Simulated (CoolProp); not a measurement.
p-xylene along the isotherm 346.85 °C: density (kg/m³) from the reference equation and from simpler models built on Tc = 343.0 °C, pc = 35.32 bar, ω = 0.324; each cubic takes its own stable root.

The numbers come from the reference Helmholtz-energy equation of state, Zhou 2012 in CoolProp.

```csv
p (bar),phase,reference,Redlich-Kwong,Peng-Robinson
1.12,gas,2.334,2.332,2.334
1.64,gas,3.437,3.431,3.437
2.41,gas,5.094,5.081,5.094
3.53,gas,7.555,7.527,7.556
5.18,gas,11.30,11.24,11.30
7.61,gas,17.10,16.96,17.10
11.2,gas,26.37,26.05,26.38
16.4,gas,41.75,40.94,41.74
24.1,gas,71.34,68.93,71.05
35.3,gas,171.0,158.5,164.9
51.8,supercritical,460.6,368.8,405.1
76.1,supercritical,507.5,422.5,467.5
112,supercritical,543.6,466.5,517.7
164,supercritical,576.0,506.7,563.1
241,supercritical,608.0,546.0,606.9
353,supercritical,640.1,584.2,649.0
```
